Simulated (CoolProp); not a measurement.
Vapour-liquid equilibrium of R134a (1) + R1234ze(E) (2) at 286.3 K; x and y are mole fractions of (1).

The numbers come from the multi-fluid Helmholtz-energy mixture model, Tillner-Roth 1994 and Thol 2016; pair parameters Bell 2022 in CoolProp.

| x | bubble pressure (MPa) | y at the bubble point | dew pressure at overall composition x (MPa) | liquid density (mol/L) |
|---|---|---|---|---|
| 0.05 | 0.3527 | 0.073 | 0.3495 | 10.60 |
| 0.2 | 0.3785 | 0.261 | 0.3701 | 10.83 |
| 0.35 | 0.3995 | 0.419 | 0.3904 | 11.07 |
| 0.5 | 0.4172 | 0.561 | 0.4098 | 11.32 |
| 0.65 | 0.4322 | 0.695 | 0.4273 | 11.58 |
| 0.8 | 0.4452 | 0.826 | 0.4428 | 11.86 |
| 0.95 | 0.4566 | 0.956 | 0.4560 | 12.15 |

No azeotrope shows between x = 0.05 and 0.95.

The pair parameters rest on a limited set of measurements; away from them the model extrapolates.
